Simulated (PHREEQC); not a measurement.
A solution holds 0.18 mol HCl, 0.0053 mol CuSO4 and 0.026 mol MgSO4 per kg of water, at 25 °C. Closed to the air; pH follows from the charge balance.

Computed with PHREEQC (ion-association model, phreeqc.dat).

No solid was allowed to form.

Predict the pH.

pH 0.91.

In which forms is S present?

HSO4- 74 %, SO4-2 17 %, MgSO4 7.8 %, CuSO4 1.2 % of the S.
